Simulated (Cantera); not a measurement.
A closed system holds: 1 mol Si₃N₄, 0.35 mol H₂O, a varied amount of N₂, equilibrated at 0.000825 Torr.

These are equilibrium values from Cantera (NASA tables, ideal gas, pure condensed phases), not measurements of a reactor. Candidate condensed phases: H₂O, Si, SiO₂, Si₂N₂O, Si₃N₄; 35 gas species. Mutual solubility and eutectic melting of coexisting phases are not modelled. Kinetics and transport are ignored.

What condenses at these points (T in K, n(N₂) in mol): (1348, 10); (1748, 17); (1448, 19); (1248, 19); (1148, 2.1); (1848, 10); (1548, 4.2)?


| T (K) | n(N₂) in mol | condensed phases | Si condensed (%) |
|---|---|---|---|
| 1348 | 10 | Si + Si₂N₂O | 91.4 |
| 1748 | 17 | gas only | 0.0 |
| 1448 | 19 | Si | 86.4 |
| 1248 | 19 | Si₂N₂O + Si₃N₄ | 99.8 |
| 1148 | 2.1 | Si₂N₂O + Si₃N₄ | 100.0 |
| 1848 | 10 | gas only | 0.0 |
| 1548 | 4.2 | Si | 81.4 |
